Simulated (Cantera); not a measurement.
# Thermodynamics of silicon etching in halogen gases, feed Si + HCl + N₂

Feed: 1 mol Si, 16 mol HCl, 0.15 mol N₂, equilibrated at 0.00620 bar.

Equilibrium computed with Cantera from the NASA thermochemical tables; the gas is ideal and each condensed phase is pure. Candidate condensed phases: NH₄Cl, Si, Si₃N₄; 28 gas species. The tables' values for SiCl₃ are old estimates; treat these amounts as uncertain. The numbers say what is thermodynamically allowed, not how fast it happens.

From 475 K to 1675 K nothing is condensed. The main Si-bearing gas is SiCl₄ at 475 K and SiCl₂ at 1675 K.

```json
[
 {"T (K)": "475", "x HCl": "0.792", "x H₂": "0.132", "x SiCl₄": "0.0660", "x SiCl₂": "<1e-12", "x SiCl₃": "<1e-12", "x N₂": "0.00989", "x Cl": "<1e-12", "x SiHCl₃": "7.07e-9"},
 {"T (K)": "575", "x HCl": "0.792", "x H₂": "0.132", "x SiCl₄": "0.0660", "x SiCl₂": "<1e-12", "x SiCl₃": "7.11e-12", "x N₂": "0.00990", "x Cl": "<1e-12", "x SiHCl₃": "1.63e-7"},
 {"T (K)": "675", "x HCl": "0.792", "x H₂": "0.132", "x SiCl₄": "0.0660", "x SiCl₂": "<1e-12", "x SiCl₃": "1.75e-9", "x N₂": "0.00990", "x Cl": "<1e-12", "x SiHCl₃": "1.44e-6"},
 {"T (K)": "775", "x HCl": "0.792", "x H₂": "0.132", "x SiCl₄": "0.0660", "x SiCl₂": "2.25e-11", "x SiCl₃": "1.02e-7", "x N₂": "0.00990", "x Cl": "2.90e-11", "x SiHCl₃": "7.12e-6"},
 {"T (K)": "875", "x HCl": "0.792", "x H₂": "0.132", "x SiCl₄": "0.0660", "x SiCl₂": "4.73e-9", "x SiCl₃": "2.32e-6", "x N₂": "0.00990", "x Cl": "1.37e-9", "x SiHCl₃": "2.41e-5"},
 {"T (K)": "975", "x HCl": "0.792", "x H₂": "0.132", "x SiCl₄": "0.0659", "x SiCl₂": "3.24e-7", "x SiCl₃": "2.75e-5", "x N₂": "0.00990", "x Cl": "2.98e-8", "x SiHCl₃": "6.28e-5"},
 {"T (K)": "1075", "x HCl": "0.792", "x H₂": "0.132", "x SiCl₄": "0.0657", "x SiCl₂": "9.87e-6", "x SiCl₃": "0.000202", "x N₂": "0.00990", "x Cl": "3.68e-7", "x SiHCl₃": "0.000136"},
 {"T (K)": "1175", "x HCl": "0.793", "x H₂": "0.131", "x SiCl₄": "0.0645", "x SiCl₂": "0.000162", "x SiCl₃": "0.00104", "x N₂": "0.00989", "x Cl": "2.98e-6", "x SiHCl₃": "0.000251"},
 {"T (K)": "1275", "x HCl": "0.797", "x H₂": "0.128", "x SiCl₄": "0.0600", "x SiCl₂": "0.00156", "x SiCl₃": "0.00380", "x N₂": "0.00987", "x Cl": "1.77e-5", "x SiHCl₃": "0.000388"},
 {"T (K)": "1375", "x HCl": "0.808", "x H₂": "0.117", "x SiCl₄": "0.0473", "x SiCl₂": "0.00824", "x SiCl₃": "0.00921", "x N₂": "0.00977", "x Cl": "8.51e-5", "x SiHCl₃": "0.000437"},
 {"T (K)": "1475", "x HCl": "0.827", "x H₂": "0.0989", "x SiCl₄": "0.0280", "x SiCl₂": "0.0223", "x SiCl₃": "0.0135", "x N₂": "0.00961", "x Cl": "0.000351", "x SiHCl₃": "0.000317"},
 {"T (K)": "1575", "x HCl": "0.843", "x H₂": "0.0830", "x SiCl₄": "0.0127", "x SiCl₂": "0.0369", "x SiCl₃": "0.0134", "x N₂": "0.00946", "x Cl": "0.00123", "x SiHCl₃": "0.000167"},
 {"T (K)": "1675", "x HCl": "0.850", "x H₂": "0.0742", "x SiCl₄": "0.00490", "x SiCl₂": "0.0469", "x SiCl₃": "0.0105", "x N₂": "0.00936", "x Cl": "0.00359", "x SiHCl₃": "7.72e-5"}
]
```
x: gas mole fraction; nothing condenses.
